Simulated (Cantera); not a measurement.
A closed system holds: 1 mol SiHCl3, a varied amount of N2, at 1675 K and 6.30 mbar.

Method: chemical equilibrium by Gibbs-energy minimisation in Cantera with the NASA 1993 tables (ideal gas, pure condensed phases). Candidate condensed phases: NH4Cl, Si, Si3N4; 28 gas species. The tables' values for SiCl3, SiCl are old estimates; treat these amounts as uncertain. Rates play no part.

x: gas mole fraction; nothing condenses.

```json
[
 {"n(N2) (mol)": "6.8", "x N2": "0.777", "x SiCl2": "0.103", "x HCl": "0.100", "x SiCl3": "0.00910", "x H2": "(withheld)", "x SiCl4": "0.00166"},
 {"n(N2) (mol)": "11", "x N2": "0.849", "x SiCl2": "0.0708", "x HCl": "0.0687", "x SiCl3": "0.00547", "x H2": "(withheld)", "x SiCl4": "0.000876"},
 {"n(N2) (mol)": "15", "x N2": "0.884", "x SiCl2": "0.0545", "x HCl": "0.0529", "x SiCl3": "0.00383", "x H2": "(withheld)", "x SiCl4": "0.000559"},
 {"n(N2) (mol)": "19", "x N2": "0.906", "x SiCl2": "0.0444", "x HCl": "0.0430", "x SiCl3": "0.00288", "x H2": "(withheld)", "x SiCl4": "0.000389"},
 {"n(N2) (mol)": "23", "x N2": "0.921", "x SiCl2": "0.0375", "x HCl": "0.0362", "x SiCl3": "0.00228", "x H2": "(withheld)", "x SiCl4": "0.000287"},
 {"n(N2) (mol)": "27", "x N2": "0.932", "x SiCl2": "0.0324", "x HCl": "0.0313", "x SiCl3": "0.00186", "x H2": "(withheld)", "x SiCl4": "0.000221"},
 {"n(N2) (mol)": "31", "x N2": "0.940", "x SiCl2": "0.0286", "x HCl": "0.0276", "x SiCl3": "0.00155", "x H2": "(withheld)", "x SiCl4": "0.000176"},
 {"n(N2) (mol)": "35", "x N2": "0.946", "x SiCl2": "0.0256", "x HCl": "0.0246", "x SiCl3": "0.00133", "x H2": "(withheld)", "x SiCl4": "0.000143"}
]
```

Q: Complete the blanks.

A: 
- 6.8, x H2: 0.00684
- 11, x H2: 0.00416
- 15, x H2: 0.00298
- 19, x H2: 0.00230
- 23, x H2: 0.00187
- 27, x H2: 0.00157
- 31, x H2: 0.00135
- 35, x H2: 0.00118
